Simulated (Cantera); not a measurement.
A closed system holds: 1 mol B₂O₃, 20 mol HCl, 1.4 mol O₂, held at 875 °C and 6.70 Pa.

Cantera equilibrium calculation (NASA polynomials, part measured and part estimated; ideal gas, pure solids and liquids). The tables' values for BOCl are old estimates; treat these amounts as uncertain. Rates play no part.

```
species        before    after
------------  -------  -------
HCl             0.879    0.882
O₂             0.0526   0.0513
H₂O            0.0214   0.0277
Cl             0.0313   0.0159
Cl₂           0.00915   0.0210
HBO₂          0.00684  0.00260
B₂O₃          2.31e-5  2.58e-6
BOCl          1.87e-5  5.50e-6
B₂O₃(l), mol    0.926    0.972
```
Gas species are given as mole fractions.

Problem. Which change was made?
(A) pressure from 6.70 Pa to 60.0 Pa
(B) temperature from 875 °C to 725 °C
(C) temperature from 875 °C to 1602 °C
(D) temperature from 875 °C to 650 °C

Solution. A, pressure from 6.70 Pa to 60.0 Pa
